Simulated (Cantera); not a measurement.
An isothermal, constant-pressure homogeneous reactor starts with C3H8 : H2 = 1 : 4.5 (molar parts), at 1048 K and 0.00622 atm.

Model: GRI-Mech 3.0 (53 species, 325 reactions), integrated in Cantera. GRI-Mech 3.0 was tuned for natural gas; its chemistry of propane as a main component is partial and can be far from experiment. GRI-Mech 3.0 stops at C3 and has no aromatics, soot or wall deposition, so with more carbon than oxygen in the feed, carbon stays in small species such as C2H2 where larger ones or solid carbon would form. Radical loss at walls, strong at low pressure, is not modelled.

One state of this run: x C3H8 = 0.147; x H2 = 0.794; x H = 5.00e-6; x CH3 = 0.000140; x CH4 = 0.0289; x C2H4 = 0.0295. x: mole fraction; the columns are a selection and need not sum to one.

### Question
Which value of t (s) does it belong to?
A) 0.0126
B) 2.00e-6
C) 0.233
D) 0.000159

### Answer
C, 0.233
